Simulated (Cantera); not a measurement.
Charge: 1 mol Cu2O, 0.97 mol C, 0.029 mol CO, at 975 Torr.

These are equilibrium values from Cantera (NASA tables, ideal gas, pure condensed phases), not measurements of a reactor. Candidate condensed phases: C, Cu, CuO, Cu2O; 15 gas species. Kinetics and transport are ignored.

Which condensed phases are stable at each of these points (T (K)): 850, 1050, 1250, 1450, 1650, 1850, 2050?


| T (K) | condensed phases | Cu condensed (%) |
|---|---|---|
| 850 | C(graphite) + Cu(s) | 100.0 |
| 1050 | C(graphite) + Cu(s) | 100.0 |
| 1250 | Cu(s) | 100.0 |
| 1450 | Cu(l) | 100.0 |
| 1650 | Cu(l) | 100.0 |
| 1850 | Cu(l) | 100.0 |
| 2050 | Cu(l) | 99.7 |

From 850 K to 1050 K the condensed part is C(graphite) + Cu(s). At 1250 K the condensed part is Cu(s). From 1450 K to 2050 K the condensed part is Cu(l).
